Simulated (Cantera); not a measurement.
Feed: 1 mol MgO, 2.3 mol Cl2, 3 mol N2, 8.9 mol HCl, at 1273 K and 0.100 bar.

Method: chemical equilibrium by Gibbs-energy minimisation in Cantera with the NASA 1993 tables (ideal gas, pure condensed phases). Candidate condensed phases: H2O, Mg, MgCl2, MgO, Mg(OH)2, NH4Cl; 38 gas species. Equilibrium is a limit: real reactors are often held back by kinetics, nucleation or transport.

Base state: HCl 0.599, N2 0.207, Cl2 0.126, MgCl2 0.0351, O2 0.0137, Cl 0.0109, H2O 0.00772, NO 4.33e-5 (mole fractions); condensed: MgO(s).

Problem. What changes in the equilibrium state with this change: temperature from 1273 K to 1923.15 K?

Solution. 
```json
[
 {"species": "HCl", "before": "0.599", "after": "0.528"},
 {"species": "N2", "before": "0.207", "after": "0.187"},
 {"species": "Cl", "before": "0.0109", "after": "0.172"},
 {"species": "Cl2", "before": "0.126", "after": "0.0100"},
 {"species": "H2O", "before": "0.00772", "after": "0.0144"},
 {"species": "MgCl2", "before": "0.0351", "after": "0.0627"},
 {"species": "O2", "before": "0.0137", "after": "0.0232"},
 {"species": "H", "before": "<1e-9", "after": "2.05e-5"},
 {"species": "O", "before": "3.98e-8", "after": "0.000174"},
 {"species": "H2", "before": "1.11e-8", "after": "4.73e-5"},
 {"species": "OH", "before": "1.90e-6", "after": "0.000539"},
 {"species": "MgO(s), mol", "before": "0.491", "after": "0"}
]
```
